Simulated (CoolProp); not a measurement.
Values from CoolProp's reference Helmholtz-energy equation of state, Lemmon 2006. It is a short technical equation, of lower accuracy than the large ones.

Q: Give the vapour pressure (kPa), liquid density (kg/m³), vapour density (kg/m³) of saturated C2F6 (R116) at -24.85 °C.

A: 
```csv
T (°C),p (kPa),liquid density (kg/m³),vapour density (kg/m³)
-24.85,901,1330,76.4
```
